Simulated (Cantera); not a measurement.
Input: 1 mol TiO₂, 1 mol MgCl₂, 0.24 mol O₂, equilibrated at 1500 K and 0.100 bar.

Method: chemical equilibrium by Gibbs-energy minimisation in Cantera with the NASA 1993 tables (ideal gas, pure condensed phases). Candidate condensed phases: Mg, MgCl₂, MgO, MgTiO₃, MgTi₂O₅, Mg₂TiO₄, Ti, TiCl₂, TiCl₃, TiCl₄, TiO, TiO₂, Ti₂O₃, Ti₃O₅, Ti₄O₇; 20 gas species. Condensed phases not in the tables: alloys, solid solutions and most ternary compounds. The numbers say what is thermodynamically allowed, not how fast it happens.

Base state: MgCl₂ 0.481, Cl₂ 0.387, Cl 0.115, TiCl₄ 0.0122, O₂ 0.00570, ClO 6.74e-5 (mole fractions); condensed: MgTi₂O₅(s).

Question: What changes in the equilibrium state with this change: pressure from 0.100 bar to 51.0 mbar?

Answer: 
```csv
species,before,after
MgCl₂,0.481,0.470
Cl₂,0.387,0.357
Cl,0.115,0.155
TiCl₄,0.0122,0.0120
ClO,6.74e-5,6.47e-5
O₂,0.00570,0.00568
"MgTi₂O₅(s), mol",0.494,0.494
```

Question: What changes in the equilibrium state with this change: 0.071 mol H₂O added?

Answer: 
```tsv
species	before	after
MgCl₂	0.481	0.411
Cl₂	0.387	0.341
HCl	0	0.124
TiCl₄	0.0122	0.00360
O₂	0.00570	0.0125
Cl	0.115	0.108
H₂O	0	4.99e-5
ClO	6.74e-5	9.38e-5
MgTi₂O₅(s), mol	0.494	0.465
MgTiO₃(s), mol	0	0.0650
```
Mutual solubility and eutectic melting of coexisting phases are not modelled. Further candidate phases: H₂O, Mg(OH)₂.
